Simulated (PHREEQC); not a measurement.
Consider water at 5.8 °C with 0.15 mol/kgw HF, 0.00017 mol/kgw (NH4)2SiF6, 6.3e-05 mol/kgw HBF4 and 4.2e-05 mol/kgw H2SO4. Closed to the air; pH follows from the charge balance.

Equilibrium calculation in PHREEQC: ion-association model, phreeqc.dat.

Each row changes one thing in this solution. No solid was allowed to form.

| case | pH | ionic strength (mol/kgw) | HF (mol/kgw) | F- (mol/kgw) | HF2- (mol/kgw) | BF3OH- (mol/kgw) | SI of Quartz (SiO2) |
|---|---|---|---|---|---|---|---|
| as made | 1.88 | 0.0153 | 0.131 | 0.0104 | 0.00428 | 1.23e-7 | -10.96 |
| temperature from 5.8 to 45 °C | 2.00 | 0.0116 | 0.135 | 0.00695 | 0.00402 | 2.53e-7 | (withheld) |
| HF from 0.15 to 0.165 mol/kgw | 1.85 | 0.0163 | 0.144 | 0.0108 | 0.00490 | 1.11e-7 | (withheld) |
| H2SO4 left out | 1.88 | 0.0152 | 0.131 | 0.0104 | 0.00429 | 1.23e-7 | (withheld) |
| diluted 2-fold with water | 2.07 | 0.00961 | 0.0642 | 0.00771 | 0.00156 | 1.25e-7 | (withheld) |

Question: What belongs in the gaps?

Answer: 
- temperature from 5.8 to 45 °C, SI of Quartz (SiO2): -8.45
- HF from 0.15 to 0.165 mol/kgw, SI of Quartz (SiO2): -11.17
- H2SO4 left out, SI of Quartz (SiO2): -10.97
- diluted 2-fold with water, SI of Quartz (SiO2): -9.75

Complexes and solids missing from the database can't appear. Away from 25 °C the constants follow the database's enthalpies or fits; those with neither stay at their 25 °C values. SiF6-2 is the database's only silicon fluoride. Real BF4- forms and hydrolyses slowly; the run takes it at equilibrium.
